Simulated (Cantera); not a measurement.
What does this Cantera script print?

```python
import numpy as np
import cantera as ct

gas_names = """
    NO2 N2
""".split()
cond_names = """
    Nb(cr) Nb(L) Nb2O5(s) Nb2O5(L)
""".split()


# ... load() reads the species with a 1 bar reference pressure and builds the phases ...
species = {s.name: s for s in load("nasa_gas.yaml", gas_names) + load("nasa_condensed.yaml", cond_names)}
# Each term lists the table entries of one substance; the one whose range holds T is used.
reactions = {
    '8 Nb + 10 NO2(g) = 4 Nb2O5 + 5 N2(g)':
        [(-8, ['Nb(cr)', 'Nb(L)']), (-10, ['NO2']), (4, ['Nb2O5(s)', 'Nb2O5(L)']), (5, ['N2'])],
}


def pick(names, T):
    return next(species[n] for n in names if species[n].thermo.min_temp <= T <= species[n].thermo.max_temp)


results = []
for label, terms in reactions.items():
    print(label)
    print("     T/K   dH/kJ  dS/(J/K)   dG/kJ   log10 K")
    for T in [1750, 1800, 1850, 1900, 1950, 2000, 2050, 2100, 2150, 2200]:
        used = [(nu, pick(names, T)) for nu, names in terms]
        dH = sum(nu * s.thermo.h(T) for nu, s in used) / 1e6
        dS = sum(nu * s.thermo.s(T) for nu, s in used) / 1e3
        dG = dH - T * dS / 1e3
        logK = -dG * 1e6 / (ct.gas_constant * T * np.log(10))
        results.append((label, T, dH, dS, dG, logK, [s.name for _, s in used]))
        print(f"{T:8g} {dH:8.1f} {dS:8.1f} {dG:8.1f} {logK:8.2f}")
```

Result:

```
8 Nb + 10 NO2(g) = 4 Nb2O5 + 5 N2(g)
     T/K   dH/kJ  dS/(J/K)   dG/kJ   log10 K
    1750  -7782.4   -987.7  -6053.9   180.70
    1800  -7357.8   -749.8  -6008.1   174.35
    1850  -7342.1   -741.2  -5970.8   168.58
    1900  -7326.5   -732.9  -5934.0   163.13
    1950  -7311.3   -725.0  -5897.5   157.97
    2000  -7296.2   -717.3  -5861.5   153.08
    2050  -7281.3   -710.0  -5825.8   148.44
    2100  -7266.7   -703.0  -5790.5   144.03
    2150  -7252.3   -696.2  -5755.5   139.83
    2200  -7238.1   -689.7  -5720.9   135.83
```

Source: NASA polynomial tables (part measured, part estimated), evaluated in Cantera. Condensed species are held in their standard states even where they would react or evaporate.
